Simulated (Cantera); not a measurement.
An adiabatic, constant-pressure homogeneous reactor starts with 11.2 % H₂, 18.7 % O₂, 70.1 % N₂, equivalence ratio 0.30, at 1573 K and 760 Torr.

Model: the H2/O2 subset of GRI-Mech 3.0, which has no nitrogen chemistry, integrated in Cantera.

Problem. Predict: time of steepest temperature rise; temperature at 2.00 s; equilibrium temperature; x(H₂) at 2.00 s; x(O₂) at 2.00 s; x(H₂O₂) at 2.00 s; x(O) at 2.00 s; x(HO₂) at 2.00 s; x(OH) at 2.00 s.

Solution. 
| Property | Value |
|---|---|
| time of steepest temperature rise | 13.2 µs |
| temperature at 2.00 s | 2306 K |
| equilibrium temperature | 2306 K |
| x(H₂) at 2.00 s | 0.000661 (gas-phase equilibrium 0.000661) |
| x(O₂) at 2.00 s | 0.136 (gas-phase equilibrium 0.136) |
| x(H₂O₂) at 2.00 s | 1.89e-7 (gas-phase equilibrium 1.89e-7) |
| x(O) at 2.00 s | 0.00189 (gas-phase equilibrium 0.00189) |
| x(HO₂) at 2.00 s | 6.38e-6 (gas-phase equilibrium 6.38e-6) |
| x(OH) at 2.00 s | 0.00715 (gas-phase equilibrium 0.00715) |
